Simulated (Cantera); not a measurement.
Charge: 1 mol SiF₄, 0.25 mol NH₃, 32 mol N₂, held at 1175 K and 10.0 Torr.

These are equilibrium values from Cantera (NASA tables, ideal gas, pure condensed phases), not measurements of a reactor. Candidate condensed phases: Si, Si₃N₄; 37 gas species. The tables' values for SiF₃ are old estimates; treat these amounts as uncertain. Equilibrium is a limit: real reactors are often held back by kinetics, nucleation or transport.

Base state: N₂ 0.959, SiF₄ 0.0297, H₂ 0.0110, HF 0.000276, SiF₃ 0.000121, SiHF₃ 2.92e-5 (mole fractions); condensed: Si₃N₄(s).

### Question
What changes in the equilibrium state with this change: SiF₄ replaced by SiCl₄?

### Answer
| species | before | after |
|---|---|---|
| N₂ | 0.959 | 0.954 |
| SiCl₄ | 0 | 0.0239 |
| HCl | 0 | 0.0212 |
| SiF₄ | 0.0297 | 0 |
| H₂ | 0.0110 | 0.000586 |
| SiCl₃ | 0 | 0.000656 |
| HF | 0.000276 | 0 |
| Si₃N₄(s), mol | 0.000347 | 0.0563 |
The tables' values for SiCl₃ are old estimates; treat these amounts as uncertain. Further candidate phases: NH₄Cl.
